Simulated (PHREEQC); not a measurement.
0.41 g of hydrous ferric oxide (600 m²/g; 0.2 weak and 0.005 strong sites per Fe, Dzombak-Morel constants, diffuse double layer) in 1 kg of water with 0.1 mol/kgw of an inert sodium salt and 0.00011 mol/kgw Ag2SO4, 0.00021 mol/kgw CaCl2 and 9.5e-06 mol/kgw Na2SO4, at 25 °C; the pH is set by adding NaOH or the inert anion's acid. Oxygen alone is held at its pressure in air (log pO2 = -0.68). The system is closed to CO2. Nothing may precipitate in this run.

The series has 13 steps of pH, from 4 to 10.

Model: ion-association model, wateq4f.dat, run in PHREEQC.

### Question
Near which pH is half of the S sorbed, and on which side is more sorbed?

### Answer
Near pH 6.0, with more sorbed at lower pH.

### Question
Near which pH is half of the Ag sorbed, and on which side is more sorbed?

### Answer
Near pH 8.7, with more sorbed at higher pH.

### Question
Near which pH is half of the Ca sorbed, and on which side is more sorbed?

### Answer
Near pH 9.1, with more sorbed at higher pH.

Along this series the solution becomes supersaturated in solids that the run did not let form, among them Cerargyrite. Species that the database lacks are ignored.
